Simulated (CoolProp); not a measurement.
Values from CoolProp's reference Helmholtz-energy equation of state, McLinden 2015.

Q: For the fluoroketone C6F12O (FK-5-1-12), give the phase and the density (kg/m³), Joule-Thomson coefficient (K/MPa), isothermal compressibility (1/MPa), expansivity (1/kK) at 440.9 K and 0.446 MPa; 476.4 K and 0.446 MPa.

A: 
- 440.9 K and 0.446 MPa: gas; density 42.2, Joule-Thomson coefficient 9.19, isothermal compressibility 2.47, expansivity 3.17
- 476.4 K and 0.446 MPa: gas; density 38.0, Joule-Thomson coefficient 6.94, isothermal compressibility 2.40, expansivity 2.69
